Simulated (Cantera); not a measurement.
Charge: 1 mol BaF₂, 4.8 mol H₂, at 1.40 mbar.

These are equilibrium values from Cantera (NASA tables, ideal gas, pure condensed phases), not measurements of a reactor. Candidate condensed phases: Ba, BaF₂; 14 gas species. Kinetics and transport are ignored.

**Question.** What share of the Ba ends up in condensed phases as a function of T (K), at 1298, 1323, 1348, 1373, 1398, 1423, 1448, 1473, 1498?

**Answer.** 
```csv
T (K),Ba condensed (%),as
1298,99.8,BaF₂(s)
1323,99.7,BaF₂(s)
1348,99.5,BaF₂(s)
1373,99.1,BaF₂(s)
1398,98.4,BaF₂(s)
1423,97.2,BaF₂(s)
1448,95.4,BaF₂(s)
1473,92.5,BaF₂(s)
1498,87.9,BaF₂(s)
```
